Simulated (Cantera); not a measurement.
Charge: 1 mol SiCl4, 0.66 mol Cl2, 96 mol N2, held at 1000 °C and 13300 Pa.

Equilibrium computed with Cantera from the NASA thermochemical tables; the gas is ideal and each condensed phase is pure. Candidate condensed phases: Si, Si3N4; 13 gas species. Kinetics and transport are ignored.

Base state: N2 0.982, SiCl4 0.0102, Cl2 0.00574, Cl 0.00201 (mole fractions); condensed: gas only.

Q: What changes in the equilibrium state with this change: temperature from 1000 °C to 750 °C?

A: 
```csv
species,before,after
N2,0.982,0.983
SiCl4,0.0102,0.0102
Cl2,0.00574,0.00670
Cl,0.00201,0.000122
```

Q: What changes in the equilibrium state with this change: pressure from 13300 Pa to 150000 Pa?

A: 
```json
[
 {"species": "N2", "before": "0.982", "after": "0.983"},
 {"species": "SiCl4", "before": "0.0102", "after": "0.0102"},
 {"species": "Cl2", "before": "0.00574", "after": "0.00644"},
 {"species": "Cl", "before": "0.00201", "after": "0.000636"}
]
```
